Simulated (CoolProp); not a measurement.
A Linde-Hampson liquefier for dry air: isothermal reversible compression at 300 K from 1 atm to 40 MPa, throttling to 1 atm, return gas leaving the recuperator 0 K below the feed. Each further row changes one setting.

Model: reference Helmholtz-energy equation of state, Lemmon 2000, in CoolProp. It is a pseudo-pure fit of the blend.

```csv
case,liquid yield per pass,compression work (kJ/kg of gas)
as stated,?,520
high pressure 80 MPa,?,?
warm-end temperature 330 K,?,?
warm-end gap 5 K,?,520
```

Task: What belongs in the gaps?

Result: 
- as stated, liquid yield per pass: 0.105
- high pressure 80 MPa, liquid yield per pass: 0.076
- high pressure 80 MPa, compression work (kJ/kg of gas): 604
- warm-end temperature 330 K, liquid yield per pass: 0.078
- warm-end temperature 330 K, compression work (kJ/kg of gas): 576
- warm-end gap 5 K, liquid yield per pass: 0.095
